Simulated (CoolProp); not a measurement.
Computed with CoolProp (reference Helmholtz-energy equation of state, de Reuck 1990).

For fluorine, give the phase and the cp (kJ/(kg K)) at -15.75 °C and 0.437 MPa; -15.75 °C and 0.655 MPa; -15.75 °C and 2.18 MPa.


- -15.75 °C and 0.437 MPa: gas; cp 0.811
- -15.75 °C and 0.655 MPa: gas; cp 0.814
- -15.75 °C and 2.18 MPa: gas; cp 0.837
